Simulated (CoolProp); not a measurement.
R13 at several states: density (kg/m³) from the reference equation and from simpler models built on Tc = 303.0 K, pc = 39.73 bar, ω = 0.175; each cubic takes its own stable root.

Computed with CoolProp (reference Helmholtz-energy equation of state, Platzer 1990). This equation is an older, rougher fit; its heat capacities, sound speeds and derivatives of the liquid may be far off and weren't checked against measurements.

| T (K) | p (bar) | phase | reference | van der Waals | Soave-Redlich-Kwong | Peng-Robinson |
|---|---|---|---|---|---|---|
| 284.1 | 3.79 | gas | 17.48 | 17.35 | 17.48 | 17.55 |
| 186.8 | 1.95 | liquid | 1539 | 13.76 | 1503 | 1697 |
| 163.6 | 22.2 | liquid | 1629 | 1065 | 1589 | 1789 |
| 415.9 | 0.464 | gas | 1.403 | 1.404 | 1.403 | 1.404 |
| 247.3 | 2.28 | gas | 12.06 | 11.92 | 12.03 | 12.07 |
| 172.1 | 1.89 | liquid | 1593 | 14.59 | 1555 | 1754 |

At some of these states van der Waals gives the other phase, because its saturation line lies elsewhere.
